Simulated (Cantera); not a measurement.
A perfectly stirred reactor is fed with H2 : O2 = 0.02 : 1 (molar parts), at 0.00210 bar; it is held at 1050 K, and followed from long to short residence time.

Cantera simulation using GRI-Mech 3.0 (53 species, 325 reactions); the numbers are that mechanism's predictions, not measurements. Radical loss at walls, strong at low pressure, is not modelled.

**Question.** What does this change do: temperature 1050 to 1150 K?

**Answer.** 
```tsv
quantity	before	after
x(H2) at τ = 5.20 s	0.000131	0.000108
x(O2) at τ = 5.20 s	0.975	0.973
x(O) at τ = 5.20 s	0.00499	0.00690
x(H2O) at τ = 5.20 s	0.0191	0.0189
x(H) at τ = 5.20 s	0.000484	0.000540
x(H2) at τ = 0.230 s	0.000911	0.000596
x(O2) at τ = 0.230 s	0.967	0.965
x(O) at τ = 0.230 s	0.0115	0.0137
x(H2O) at τ = 0.230 s	0.0169	0.0173
x(H) at τ = 0.230 s	0.00245	0.00188
```

**Question.** What does this change do: pressure from 0.00210 bar to 0.00300 bar?

**Answer.** 
```csv
quantity,before,after
x(H2) at τ = 5.20 s,0.000131,0.000109
x(O2) at τ = 5.20 s,0.975,0.976
x(O) at τ = 5.20 s,0.00499,0.00339
x(H2O) at τ = 5.20 s,0.0191,0.0193
x(H) at τ = 5.20 s,0.000484,0.000272
x(H2) at τ = 0.230 s,0.000911,0.000726
x(O2) at τ = 0.230 s,0.967,0.968
x(O) at τ = 0.230 s,0.0115,0.0104
x(H2O) at τ = 0.230 s,0.0169,0.0174
x(H) at τ = 0.230 s,0.00245,0.00199
```
